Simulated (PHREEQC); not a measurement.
Consider water at 25 °C with 0.0081 mol H3PO4 and 0.0024 mol NaOH per kg of water. Closed to the air; pH follows from the charge balance.

The numbers come from PHREEQC with the ion-association model, phreeqc.dat.

| quantity | before | after |
|---|---|---|
| pH | 2.51 | 2.72 |
| ionic strength (mol/kgw) | 0.00571 | 0.00321 |

### Question
What was changed between the two runs?
A) diluted 2-fold with water
B) H3PO4 left out
C) H3PO4 from 0.0081 to 0.00162 mol/kgw
D) temperature from 25 to 20 °C
E) NaOH from 0.0024 to 0.012 mol/kgw

### Answer
A, diluted 2-fold with water

This is a speciation only: nothing precipitates in the calculation.
